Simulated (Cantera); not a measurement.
An isothermal, constant-pressure homogeneous reactor starts with CO : O2 : H2O : N2 = 0.0016 : 0.099 : 0.062 : 1 (molar parts), equivalence ratio 0.0081, at 1500 K and 1000000 Pa. Integrator tolerance rtol = 1e-08.

Detailed kinetics in Cantera: GRI-Mech 3.0 (53 species, 325 reactions).

Question: What does this change do: pressure from 1000000 Pa to 250000 Pa?

Answer: 
| quantity | before | after |
|---|---|---|
| x(CO) at 2.00 s | 7.38e-9 (gas-phase equilibrium 7.40e-9) | 1.48e-8 (gas-phase equilibrium 1.48e-8) |
| x(O2) at 2.00 s | 0.0845 (gas-phase equilibrium 0.0841) | 0.0845 (gas-phase equilibrium 0.0841) |
| x(H2O) at 2.00 s | 0.0534 (gas-phase equilibrium 0.0534) | 0.0533 (gas-phase equilibrium 0.0533) |
| x(HO2) at 2.00 s | 1.27e-7 (gas-phase equilibrium 1.27e-7) | 9.00e-8 (gas-phase equilibrium 8.97e-8) |
| x(OH) at 2.00 s | 2.57e-5 (gas-phase equilibrium 2.56e-5) | 3.63e-5 (gas-phase equilibrium 3.63e-5) |
| x(NO) at 2.00 s | 3.67e-7 (gas-phase equilibrium 0.000813) | 1.37e-7 (gas-phase equilibrium 0.000813) |
| x(O) at 2.00 s | 3.75e-7 (gas-phase equilibrium 3.74e-7) | 7.50e-7 (gas-phase equilibrium 7.48e-7) |

Question: What does this change do: temperature 1500 to 1348 K?

Answer: 
```csv
quantity,before,after
x(CO) at 2.00 s,7.38e-9 (gas-phase equilibrium 7.40e-9),5.83e-10 (gas-phase equilibrium 5.83e-10)
x(O2) at 2.00 s,0.0845 (gas-phase equilibrium 0.0841),0.0845 (gas-phase equilibrium 0.0843)
x(H2O) at 2.00 s,0.0534 (gas-phase equilibrium 0.0534),0.0534 (gas-phase equilibrium 0.0534)
x(HO2) at 2.00 s,1.27e-7 (gas-phase equilibrium 1.27e-7),3.81e-8 (gas-phase equilibrium 3.81e-8)
x(OH) at 2.00 s,2.57e-5 (gas-phase equilibrium 2.56e-5),5.89e-6 (gas-phase equilibrium 5.89e-6)
x(NO) at 2.00 s,3.67e-7 (gas-phase equilibrium 0.000813),6.67e-9 (gas-phase equilibrium 0.000356)
x(O) at 2.00 s,3.75e-7 (gas-phase equilibrium 3.74e-7),3.78e-8 (gas-phase equilibrium 3.77e-8)
```
